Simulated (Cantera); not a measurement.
Input (Python, Cantera):

```python
import numpy as np
import cantera as ct

surf = ct.Interface("ptcombust.yaml", "Pt_surf")
gas = surf.adjacent["gas"]
gas.TPX = 300, 2600, {'CH4': 0.036, 'O2': 0.15, 'N2': 0.79}
jet = ct.ImpingingJet(gas=gas, width=0.052, surface=surf)
jet.inlet.mdot, jet.inlet.T, jet.inlet.X = 0.032, 300, {'CH4': 0.036, 'O2': 0.15, 'N2': 0.79}
jet.set_refine_criteria(ratio=10, slope=0.2, curve=0.3)
show, cover = ['CH4', 'O2', 'H2O', 'OH', 'CO', 'CO2'], ["PT(S)", "H(S)", "O(S)", "OH(S)", "CO(S)", "C(S)"]

rows = []
print(f"{'Ts/K':>7s}" + "".join(f"{s:>11s}" for s in show + cover) + "   (gas at the wall, coverages)")
for i, Ts in enumerate([850, 900, 950, 1000, 1050, 1100, 1150, 1200]):
    jet.surface.T = Ts
    if i == 0:
        surf.TP = Ts, 2600
        surf.coverages = "PT(S):0.5, O(S):0.5"
        surf.advance_coverages(1.0)
        jet.set_initial_guess(products="inlet")
    jet.solve(loglevel=0, auto=(i == 0))
    rows.append([*(jet.X[gas.species_index(s), -1] for s in show), *surf[cover].coverages])
    print(f"{Ts:7g}" + "".join(f"{x:11.3e}" for x in rows[-1]))
```

Output:

```
   Ts/K        CH4         O2        H2O         OH         CO        CO2      PT(S)       H(S)       O(S)      OH(S)      CO(S)       C(S)   (gas at the wall, coverages)
    850  3.150e-02  1.421e-01  1.014e-02  1.044e-08  9.582e-06  6.590e-03  1.843e-01  1.694e-08  8.151e-01  5.292e-04  8.081e-06  2.065e-08
    900  2.728e-02  1.331e-01  1.803e-02  4.320e-08  1.194e-05  1.174e-02  2.561e-01  5.328e-08  7.432e-01  6.325e-04  6.966e-06  2.479e-08
    950  2.277e-02  1.235e-01  2.640e-02  1.422e-07  1.395e-05  1.724e-02  3.322e-01  1.340e-07  6.671e-01  6.735e-04  5.480e-06  2.624e-08
   1000  1.873e-02  1.150e-01  3.386e-02  4.009e-07  1.576e-05  2.215e-02  4.089e-01  2.853e-07  5.905e-01  6.621e-04  4.119e-06  2.575e-08
   1050  1.546e-02  1.081e-01  3.986e-02  9.832e-07  1.764e-05  2.609e-02  4.839e-01  5.401e-07  5.155e-01  6.176e-04  3.068e-06  2.443e-08
   1100  1.295e-02  1.028e-01  4.440e-02  2.174e-06  1.989e-05  2.909e-02  5.550e-01  9.343e-07  4.444e-01  5.564e-04  2.311e-06  2.292e-08
   1150  1.106e-02  9.888e-02  4.776e-02  4.393e-06  2.279e-05  3.133e-02  6.212e-01  1.514e-06  3.783e-01  4.897e-04  1.785e-06  2.163e-08
   1200  9.654e-03  9.602e-02  5.021e-02  8.234e-06  2.662e-05  3.294e-02  6.816e-01  2.330e-06  3.180e-01  4.239e-04  1.421e-06  2.070e-08
```

Model: Deutschmann's 1995 Pt surface mechanism with GRI-Mech 3.0 gas chemistry, integrated in Cantera. Catalytic surfaces can have several steady states; this one follows from the mechanism file's or the stated starting coverage.
